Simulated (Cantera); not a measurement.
An isothermal, constant-pressure homogeneous reactor starts with H2 : O2 : N2 = 0.56 : 1 : 0.81 (molar parts), at 1148 K and 0.0267 bar.

Model: GRI-Mech 3.0 (53 species, 325 reactions), integrated in Cantera. Radical loss at walls, strong at low pressure, is not modelled. The temperature is held fixed by assumption; the heat of reaction is taken as removed at once.

x: mole fraction; the columns are a selection and need not sum to one.

```
t (s)         x H2   x O2       x H  x OH    x HO2       x O
--------  --------  -----  --------  ----  -------  --------
0.000700     0.236  0.422  0.000373     …  2.36e-6  0.000125
0.00129     0.0306  0.324    0.0988     …  1.03e-5    0.0400
0.00238     0.0141  0.321    0.0714     …  1.14e-5    0.0381
0.00439    0.00959  0.330    0.0346     …  1.26e-5    0.0229
0.00810    0.00424  0.338   0.00901     …  1.25e-5   0.00933
0.0149     0.00118  0.343   0.00121     …  9.62e-6   0.00249
0.0276    0.000269  0.344  0.000126     …  5.01e-6  0.000557
0.0508     6.57e-5  0.344   1.56e-5     …  1.94e-6  0.000138
0.0937     1.92e-5  0.344   2.60e-6     …  7.19e-7   4.20e-5
0.173      6.65e-6  0.344   5.60e-7     …  2.85e-7   1.51e-5
0.319      2.63e-6  0.344   1.46e-7     …  1.23e-7   6.16e-6
0.588      1.14e-6  0.344   4.30e-8     …  5.72e-8   2.74e-6
1.08       5.27e-7  0.344   1.39e-8     …  2.83e-8   1.29e-6
2.00       2.55e-7  0.344   4.77e-9     …  1.50e-8   6.34e-7
```

**Question.** Complete the blanks.

**Answer.** 
- 0.000700, x OH: 6.46e-5
- 0.00129, x OH: 0.00874
- 0.00238, x OH: 0.00704
- 0.00439, x OH: 0.00584
- 0.00810, x OH: 0.00384
- 0.0149, x OH: 0.00195
- 0.0276, x OH: 0.000914
- 0.0508, x OH: 0.000456
- 0.0937, x OH: 0.000252
- 0.173, x OH: 0.000151
- 0.319, x OH: 9.66e-5
- 0.588, x OH: 6.44e-5
- 1.08, x OH: 4.42e-5
- 2.00, x OH: 3.09e-5
